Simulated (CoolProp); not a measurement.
Saturated liquid density (kg/m³) of acetone: the reference equation beside estimates from Tc = 235.0 °C, pc = 4692 kPa, ω = 0.307. Rackett uses Z = 0.29056 − 0.08775 ω.

The numbers come from the reference Helmholtz-energy equation of state, Lemmon 2006 in CoolProp. It is a short technical equation, of lower accuracy than the large ones.

```tsv
T (°C)	reference	Rackett	van der Waals	Soave-Redlich-Kwong	Peng-Robinson
75.15	725.8	637.9	372.8	568.1	642.8
80.85	718.7	631.6	369.3	562.2	636.4
86.45	711.6	625.3	365.7	556.2	629.8
92.05	704.4	619.0	362.1	550.1	623.1
97.65	697.0	612.5	358.4	543.7	616.1
103.25	689.5	605.9	354.6	537.2	608.9
108.85	681.8	599.1	350.7	530.4	601.4
114.45	673.9	592.2	346.7	523.4	593.6
120.05	665.9	585.2	342.6	516.2	585.5
125.65	657.7	578.0	338.4	508.7	577.2
131.35	649.1	570.5	334.0	500.8	568.3
136.95	640.5	563.0	329.6	492.7	559.2
```

Absolute difference from the reference over all 12 rows, mean and median: Rackett 12.1 and 12.1 %, van der Waals 48.6 and 48.6 %, Soave-Redlich-Kwong 22.2 and 22.1 %, Peng-Robinson 11.9 and 11.7 %.
